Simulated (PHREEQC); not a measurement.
Consider water at 25 °C with 0.83 mol MgCl2, 0.094 mol KCl and 0.076 mol NaCl per kg of water. Closed to the air; pH follows from the charge balance.

Computed with PHREEQC (Pitzer model, pitzer.dat).

```csv
quantity,before,after
SI of Sylvite (KCl),-2.06,-2.67
SI of Halite (NaCl),-2.71,-3.38
```

Which change was made?
(A) MgCl2 left out
(B) diluted 2-fold with water
(C) temperature from 25 to 85 °C
(D) temperature from 25 to 70 °C
(E) NaCl from 0.076 to 0.152 mol/kgw

B, diluted 2-fold with water

This is a speciation only: nothing precipitates in the calculation.
